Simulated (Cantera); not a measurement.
Input (Python, Cantera) and output of one run.

```python
import numpy as np
import cantera as ct

gas_names = """
    Cu CuO Cu2 H HO2 H2 H2O H2O2 O OH O2 O3
""".split()
cond_names = """
    Cu(cr) Cu(L) CuO(s) CuO2H2(s) Cu2O(s) Cu2O(L) H2O(s) H2O(L)
""".split()


# ... load() reads the species with a 1 bar reference pressure and builds the phases ...
atoms = {
    'Cu2O': {'Cu': 2, 'O': 1},
    'H2': {'H': 2},
}
top_T = {'CuO(s)': 1390}  # K; cautious upper limits of use, not melting points


# ... equilibrate(T, P, feed) seeds the gas with the atoms and calls Mixture.equilibrate('TP', solver="vcs", rtol=1e-11, max_steps=5000) ...
results = []
feed = {'Cu2O': 1, 'H2': 4.7}  # mol
P = 10000  # Pa
for T in [1698, 1748, 1798, 1848, 1898, 1948, 1998, 2048, 2098, 2148]:
    mix = equilibrate(T, P, feed)
    results.append((T, P, feed, dict(zip(mix.species_names, mix.species_moles))))

top = {s: max(r[3][s] / sum(r[3][g] for g in gas_names) for r in results) for s in gas_names}
cols = sorted((s for s in top if top[s] > 1e-06), key=lambda s: -top[s])[:8]
seen = [c for c in cond_names if any(r[3].get(c, 0) > 1e-12 for r in results)]
print("log10 of partial pressures in bar; condensed amounts in mol")
print(f"{'T/K':>10s}" + "".join(f"{s[:9]:>10s}" for s in cols + seen))
for T, P, feed, n in results:
    ng = sum(n[g] for g in gas_names)
    print(f"{T:10.4g}" + "".join(f"{np.log10(max(n[s] / ng * P / 1e5, 1e-99)):10.3f}" for s in cols)
          + "".join(f"{n.get(c, 0):10.4g}" for c in seen))
```

Result:

```
log10 of partial pressures in bar; condensed amounts in mol
       T/K        H2       H2O        Cu         H       Cu2        OH         O       CuO     Cu(L)
      1698    -1.105    -1.673    -3.810    -4.392    -6.732    -6.249    -9.633    -9.907     1.993
      1748    -1.105    -1.674    -3.536    -4.194    -6.354    -5.996    -9.188    -9.440     1.986
      1798    -1.107    -1.675    -3.276    -4.007    -5.998    -5.757    -8.768    -8.998     1.975
      1848    -1.109    -1.677    -3.032    -3.830    -5.662    -5.531    -8.370    -8.581     1.956
      1898    -1.112    -1.680    -2.801    -3.663    -5.345    -5.318    -7.993    -8.187     1.924
      1948    -1.117    -1.685    -2.582    -3.505    -5.045    -5.116    -7.635    -7.813     1.872
      1998    -1.125    -1.692    -2.374    -3.357    -4.761    -4.927    -7.295    -7.458      1.79
      2048    -1.137    -1.704    -2.177    -3.218    -4.492    -4.748    -6.971    -7.120      1.66
      2098    -1.156    -1.722    -1.989    -3.090    -4.236    -4.582    -6.662    -6.799     1.455
      2148    -1.184    -1.749    -1.811    -2.972    -3.993    -4.428    -6.368    -6.493     1.123
```

Cantera equilibrium calculation (NASA polynomials, part measured and part estimated; ideal gas, pure solids and liquids).
